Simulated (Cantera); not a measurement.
Charge: 1 mol CaO, 0.73 mol O₂, equilibrated at 825 K and 4300 Pa.

Cantera equilibrium calculation (NASA polynomials, part measured and part estimated; ideal gas, pure solids and liquids). Candidate condensed phases: Ca, CaO; 6 gas species. Rates play no part.

Base state: O₂ 1.00 (mole fractions); condensed: CaO(s).

What changes in the equilibrium state with this change: 0.059 mol HF added?


| species | before | after |
|---|---|---|
| O₂ | 1.00 | 0.961 |
| H₂O | 0 | 0.0388 |
| CaO(s), mol | 1.00 | 0.971 |
| CaF₂(s), mol | 0 | 0.0295 |
Further candidate phases: CaF₂, Ca(OH)₂, H₂O.
